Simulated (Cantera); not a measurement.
# Thermodynamics of oxide etching and cleaning by halides, feed CaO + Cl2 + H2

Charge: 1 mol CaO, 1.6 mol Cl2, 6.6 mol H2, at 850 K and 8.80 Pa.

These are equilibrium values from Cantera (NASA tables, ideal gas, pure condensed phases), not measurements of a reactor. Candidate condensed phases: Ca, CaCl2, CaO, Ca(OH)2, H2O; 21 gas species. Condensed phases not in the tables: oxide chlorides. Rates play no part.

```
Item                                       Value
-------------------------------------  ---------
x(H2)                                      0.694
x(HCl)                                     0.167
x(H2O)                                     0.139
n(CaCl2(s))                            1.000 mol
gas amount                             7.200 mol
log10 activity of Ca(OH)2(s) (absent)      -7.89
log10 activity of Ca(s) (absent)          -23.03
```
